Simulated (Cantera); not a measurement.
Charge: 1 mol Pb, 0.025 mol O2, 31 mol N2, held at 100000 Pa.

Method: chemical equilibrium by Gibbs-energy minimisation in Cantera with the NASA 1993 tables (ideal gas, pure condensed phases). Candidate condensed phases: Pb, PbO, PbO2, Pb3O4; 12 gas species. Each liquid is taken as pure. Mutual solubility and eutectic melting of coexisting phases are not modelled. Gases not in the tables: (PbO)n polymers. Equilibrium is a limit: real reactors are often held back by kinetics, nucleation or transport.

Question: Which condensed phases are stable at each of these points (T (°C)): 227, 327, 427, 527, 627, 727, 827, 927, 1027, 1127, 1227?

Answer: 
| T (°C) | condensed phases | Pb condensed (%) |
|---|---|---|
| 227 | Pb(s) + PbO(red) | 100.0 |
| 327 | Pb(s) + PbO(red) | 100.0 |
| 427 | Pb(l) + PbO(red) | 100.0 |
| 527 | Pb(l) + PbO(yellow) | 100.0 |
| 627 | Pb(l) + PbO(yellow) | 100.0 |
| 727 | Pb(l) + PbO(yellow) | 99.9 |
| 827 | Pb(l) + PbO(yellow) | 99.6 |
| 927 | Pb(l) + PbO(l) | 97.8 |
| 1027 | Pb(l) + PbO(l) | 90.4 |
| 1127 | Pb(l) | 67.7 |
| 1227 | Pb(l) | 16.8 |

From 227 °C to 327 °C the condensed part is Pb(s) + PbO(red). At 427 °C the condensed part is Pb(l) + PbO(red). From 527 °C to 827 °C the condensed part is Pb(l) + PbO(yellow). From 927 °C to 1027 °C the condensed part is Pb(l) + PbO(l). From 1127 °C to 1227 °C the condensed part is Pb(l).
